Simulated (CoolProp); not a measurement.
Saturation properties of methanol.

Model: reference Helmholtz-energy equation of state, de Reuck 1993, in CoolProp.

| T (K) | p (kPa) | surface tension (mN/m) | vapour viscosity (µPa s) |
|---|---|---|---|
| 277.6 | 5.345 | ? | 8.98 |
| 291.7 | 12.05 | 22.7 | ? |
| 305.8 | 24.99 | 21.5 | 9.86 |
| 319.9 | 48.28 | 20.3 | 10.3 |
| 334 | 87.68 | 19.1 | 10.7 |
| 348.1 | 150.9 | 17.9 | 11.1 |
| 362.2 | 247.7 | 16.6 | 11.5 |
| 376.3 | 390.2 | ? | 11.9 |
| 390.4 | 592.9 | 13.9 | ? |
| 404.5 | 872.4 | 12.5 | 12.6 |
| 418.6 | 1248 | 10.9 | 13.0 |

Question: Complete the blanks.

Answer: 
- 277.6, surface tension (mN/m): 23.9
- 291.7, vapour viscosity (µPa s): 9.42
- 376.3, surface tension (mN/m): 15.3
- 390.4, vapour viscosity (µPa s): 12.3

It boils at 337.6 K under 1 atm.

Viscosity comes from a separate model (Xiang 2006). Surface tension comes from a separate correlation (Mulero 2012).
